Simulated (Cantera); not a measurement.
A closed system holds: 1 mol Cr₂O₃, 3.1 mol H₂, 0.051 mol H₂O, at 5.80 mbar.

These are equilibrium values from Cantera (NASA tables, ideal gas, pure condensed phases), not measurements of a reactor. Candidate condensed phases: Cr, Cr₂O₃, H₂O; 13 gas species. Equilibrium is a limit: real reactors are often held back by kinetics, nucleation or transport.

log p: log10 of the partial pressure in bar; n: condensed amount in mol.

| T (K) | log p H₂ | log p H₂O | log p Cr | log p H | log p CrO | log p OH | n Cr₂O₃(s) |
|---|---|---|---|---|---|---|---|
| 925 | -2.24 | -4.03 | <-14 | -10.71 | <-14 | <-14 | 1.00 |
| 1025 | -2.24 | -4.03 | <-14 | -9.48 | <-14 | (withheld) | 1.00 |
| 1125 | -2.24 | -4.03 | <-14 | -8.47 | <-14 | (withheld) | 1.00 |
| 1225 | -2.24 | -4.03 | -12.42 | -7.63 | <-14 | (withheld) | 1.00 |
| 1325 | -2.24 | -4.03 | -10.57 | -6.91 | -13.03 | (withheld) | 1.00 |
| 1425 | -2.24 | -4.03 | -8.98 | -6.29 | -11.34 | (withheld) | 1.00 |
| 1525 | -2.24 | -4.03 | -7.61 | -5.75 | -9.87 | (withheld) | 1.000 |
| 1625 | -2.24 | -4.03 | -6.41 | -5.27 | -8.59 | (withheld) | 1.000 |
| 1725 | -2.25 | -4.00 | -5.39 | -4.85 | -7.48 | (withheld) | 0.999 |
| 1825 | -2.25 | -3.89 | -4.63 | -4.48 | -6.54 | (withheld) | 0.994 |
| 1925 | -2.26 | -3.69 | -4.12 | -4.15 | -5.75 | (withheld) | 0.979 |

Q: Complete the blanks.

A: 
- 1025, log p OH: -13.84
- 1125, log p OH: -12.54
- 1225, log p OH: -11.45
- 1325, log p OH: -10.53
- 1425, log p OH: -9.73
- 1525, log p OH: -9.04
- 1625, log p OH: -8.43
- 1725, log p OH: -7.87
- 1825, log p OH: -7.28
- 1925, log p OH: -6.64
